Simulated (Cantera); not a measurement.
Charge: 1 mol S, 0.095 mol O₂, 0.24 mol N₂, held at 7000000 Pa.

These are equilibrium values from Cantera (NASA tables, ideal gas, pure condensed phases), not measurements of a reactor. Candidate condensed phases: S; 17 gas species. The ideal-gas law is rough above about 30 bar. Gases not in the tables: S₃ to S₇. Rates play no part. All values below are at 1100 K.

Base state: N₂ 0.526, S₂ 0.232, SO₂ 0.196, S₂O 0.0239, S₈ 0.0214, SO 2.65e-5 (mole fractions); condensed: S(l).

Task: What changes in the equilibrium state with this change: S replaced by NH₃?

Result: 
```csv
species,before,after
H₂,0,0.580
N₂,0.526,0.329
H₂O,0,0.0853
S₂,0.232,0
SO₂,0.196,0
S₂O,0.0239,0
S₈,0.0214,0
NH₃,0,0.00563
SO,2.65e-5,0
"S(l), mol",0.599,0
```
Further candidate phases: H₂O.
